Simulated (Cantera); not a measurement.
Mixture: CH₄ : H₂ : O₂ : N₂ = 1 : 0.4 : 1.47 : 4.25 (molar parts), at 1580 Torr, adiabatic and at constant volume. Ignition delay is the time to a rise of 400 K.

Computed with Cantera and GRI-Mech 3.0 (53 species, 325 reactions).

Problem. What does this change do: pressure from 1580 Torr to 760 Torr?

Solution. 
```tsv
quantity	before	after
delay at 1125 K	3.08 ms	6.18 ms
delay at 1225 K	1.29 ms	2.41 ms
delay at 1325 K	0.561 ms	1.00 ms
delay at 1425 K	0.257 ms	0.452 ms
delay at 1525 K	0.126 ms	0.225 ms
apparent activation energy between 1475 and 1575 K	130 kJ/mol	130 kJ/mol
```
